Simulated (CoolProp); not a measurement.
Vapour-liquid equilibrium of methanol (1) + ethanol (2) at 105.55 °C; x and y are mole fractions of (1).

The numbers come from the multi-fluid Helmholtz-energy mixture model, de Reuck 1993 and Schroeder 2014; pair parameters Bell 2016 in CoolProp.

| x | bubble pressure, mixture model (bar) | bubble pressure, Raoult's law (bar) | y, mixture model | y, Raoult's law |
|---|---|---|---|---|
| 0.05 | 2.780 | 2.778 | (withheld) | 0.076 |
| 0.15 | 2.926 | 2.928 | (withheld) | 0.215 |
| 0.25 | 3.067 | 3.077 | 0.330 | 0.341 |
| 0.35 | 3.206 | 3.227 | (withheld) | 0.456 |
| 0.45 | (withheld) | 3.377 | 0.544 | 0.560 |
| 0.55 | 3.488 | 3.527 | (withheld) | 0.655 |
| 0.65 | (withheld) | 3.676 | 0.733 | 0.743 |
| 0.75 | (withheld) | 3.826 | (withheld) | 0.823 |
| 0.85 | 3.949 | 3.976 | 0.896 | 0.898 |
| 0.95 | 4.115 | 4.126 | 0.967 | 0.967 |

Some entries are withheld; supply them.


- 0.05, y, mixture model: 0.074
- 0.15, y, mixture model: 0.209
- 0.35, y, mixture model: 0.441
- 0.45, bubble pressure, mixture model (bar): 3.345
- 0.55, y, mixture model: 0.642
- 0.65, bubble pressure, mixture model (bar): 3.635
- 0.75, bubble pressure, mixture model (bar): 3.789
- 0.75, y, mixture model: 0.818

The largest gap from Raoult's law is -1.1 % in bubble pressure, at x = 0.65. No azeotrope shows between x = 0.05 and 0.95.

The pair parameters rest on a limited set of measurements; away from them the model extrapolates.
